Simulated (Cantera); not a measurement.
Charge: 1 mol SiC, 0.11 mol H2O, 78 mol N2, at 13300 Pa.

These are equilibrium values from Cantera (NASA tables, ideal gas, pure condensed phases), not measurements of a reactor. Candidate condensed phases: C, C6H6, C7H8, C8H18, H2O, Si, SiC, SiO2, Si2N2O, Si3N4; 151 gas species. N2 is the only nitrogen source here; it is nearly inert below about 1500 K, so the nitride shown seldom forms there in practice. Mutual solubility and eutectic melting of coexisting phases are not modelled. Kinetics and transport are ignored. All values below are at 975 °C.

Base state: N2 0.999, H2 0.00142 (mole fractions); condensed: C(graphite) + Si2N2O(s) + Si3N4(s).

**Question.** What changes in the equilibrium state with this change: SiC replaced by Si?

**Answer.** 
```tsv
species	before	after
N2	0.999	0.999
H2	0.00142	0.00142
C(graphite), mol	1.000	0
Si2N2O(s), mol	0.110	0.110
Si3N4(s), mol	0.260	0.260
```
